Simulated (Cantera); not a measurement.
What does this Cantera script print?

```python
import numpy as np
import cantera as ct

gas_names = """
    H HO2 H2 H2O H2O2 O OH O2 O3
""".split()
cond_names = """
    H2O(s) H2O(L)
""".split()


# ... load() reads the species with a 1 bar reference pressure and builds the phases ...
atoms = {
    'H2O': {'H': 2, 'O': 1},
    'O2': {'O': 2},
    'H2': {'H': 2},
}
top_T = {}  # K; cautious upper limits of use, not melting points


# ... equilibrate(T, P, feed) seeds the gas with the atoms and calls Mixture.equilibrate('TP', solver="vcs", rtol=1e-11, max_steps=5000) ...
results = []
feed = {'H2O': 1, 'O2': 0.093, 'H2': 1.2}  # mol
T = 598  # K
P = 110000  # Pa
mix = equilibrate(T, P, feed)
results.append((T, P, feed, dict(zip(mix.species_names, mix.species_moles))))
print(gas.report(threshold=0.001))
for i in range(1, mix.n_phases):
    print(f"{mix.phase(i).name:16s} {mix.phase_moles(i):12.5e} mol")
```

Result:

```
       temperature   598 K
          pressure   1.1e+05 Pa
           density   0.23542 kg/m^3
  mean mol. weight   10.641 kg/kmol
   phase of matter   gas

                          1 kg             1 kmol
                     ---------------   ---------------
          enthalpy       -1.1343e+07        -1.207e+08  J
   internal energy       -1.1811e+07       -1.2568e+08  J
           entropy             17793        1.8933e+05  J/K
    Gibbs function       -2.1984e+07       -2.3393e+08  J
 heat capacity c_p            3106.1             33051  J/K
 heat capacity c_v            2324.7             24737  J/K

                      mass frac. Y      mole frac. X     chem. pot. / RT
                     ---------------   ---------------   ---------------
                H2          0.087323           0.46091           -17.079
               H2O           0.91268           0.53909           -72.671
     [   +7 minor]         2.446e-18        2.5815e-17

H2O(L)            0.00000e+00 mol
```

Cantera equilibrium calculation (NASA polynomials, part measured and part estimated; ideal gas, pure solids and liquids).
